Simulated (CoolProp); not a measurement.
Computed with CoolProp (reference Helmholtz-energy equation of state, Lemmon 2004). It is a short technical equation, of lower accuracy than the large ones.

For n-dodecane, give the phase and the density (kg/m³), cp (kJ/(kg K)), conductivity (mW/(m K)), Prandtl number at 620 K and 2270 kPa; 620 K and 9090 kPa.


- 620 K and 2270 kPa: liquid; density 449, cp 3.57, conductivity 74.0, Prandtl number 3.38
- 620 K and 9090 kPa: liquid; density 506, cp 3.36, conductivity 83.4, Prandtl number 4.14

Viscosity comes from a separate model (Huber 2004). Thermal conductivity comes from a separate model (Huber 2004).
